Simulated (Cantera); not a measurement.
# Thermodynamics of chemical vapour transport, feed MgO + Cl₂ + N₂

Charge: 1 mol MgO, 0.42 mol Cl₂, 0.095 mol N₂, equilibrated at 203 Torr.

Method: chemical equilibrium by Gibbs-energy minimisation in Cantera with the NASA 1993 tables (ideal gas, pure condensed phases). Candidate condensed phases: Mg, MgCl₂, MgO; 18 gas species. Mutual solubility and eutectic melting of coexisting phases are not modelled. The numbers say what is thermodynamically allowed, not how fast it happens.

```tsv
T (K)	x Cl₂	x N₂	x MgCl₂	x O₂	x Cl	n MgCl₂(l)	n MgO(s)
1050	0.793	0.187	0.00211	0.0164	0.00136	0.0156	0.983
1075	0.790	0.187	0.00351	0.0174	0.00189	0.0159	0.982
1100	0.787	0.187	0.00568	0.0185	0.00259	0.0160	0.981
1125	0.782	0.186	0.00899	0.0196	0.00349	0.0154	0.980
1150	0.776	0.185	0.0139	0.0206	0.00465	0.0140	0.979
1175	0.767	0.184	0.0211	0.0216	0.00610	0.0114	0.978
1200	0.756	0.182	0.0314	0.0224	0.00791	0.00698	0.977
1225	0.742	0.179	0.0460	0.0230	0.0101	0	0.976
1250	0.721	0.178	0.0588	0.0294	0.0128	0	0.969
1275	0.697	0.176	0.0741	0.0370	0.0159	0	0.960
1300	0.668	0.174	0.0919	0.0459	0.0195	0	0.950
1325	0.636	0.172	0.112	0.0560	0.0237	0	0.938
1350	0.599	0.169	0.135	0.0675	0.0284	0	0.924
1375	0.559	0.166	0.160	0.0800	0.0336	0	0.909
```
x: gas mole fraction; n: condensed amount in mol.

From 1050 K to 1200 K the condensed part is MgCl₂(l) + MgO(s). From 1225 K to 1375 K the condensed part is MgO(s). The main Mg-bearing gas is MgCl₂ throughout. The share of Mg in condensed phases is highest at 1050 K (99.9 %) and lowest at 1375 K (90.9 %).
